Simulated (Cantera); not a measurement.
**Silicon etching in halogen gases: Si + HCl + N₂**

Charge: 1 mol Si, 10 mol HCl, 0.48 mol N₂, at 1.40 Pa.

Equilibrium computed with Cantera from the NASA thermochemical tables; the gas is ideal and each condensed phase is pure. Candidate condensed phases: NH₄Cl, Si, Si₃N₄; 28 gas species. The tables' values for SiCl₃, SiCl are old estimates; treat these amounts as uncertain. Rates play no part.

```csv
T (K),log p HCl,log p H₂,log p SiCl₂,log p Cl,log p N₂,log p SiCl₄,log p SiCl₃,log p H
1225,-4.99,-5.77,-6.02,-8.67,-6.18,-6.63,-6.77,-9.39
1300,-4.98,-5.83,-5.93,-8.09,-6.19,-7.19,-6.95,-8.87
1375,-4.98,-5.85,-5.90,-7.60,-6.19,-7.78,-7.17,-8.39
1450,-4.98,-5.86,-5.89,-7.16,-6.19,-8.34,-7.40,-7.95
1525,-4.98,-5.85,-5.89,-6.78,-6.20,-8.87,-7.61,-7.55
1600,-4.99,-5.83,-5.89,-6.44,-6.20,-9.38,-7.83,-7.18
1675,-5.01,-5.80,-5.89,-6.16,-6.21,-9.88,-8.05,-6.84
```
log p: log10 of the partial pressure in bar; nothing condenses.

From 1225 K to 1675 K nothing is condensed. The main Si-bearing gas is SiCl₂ throughout.
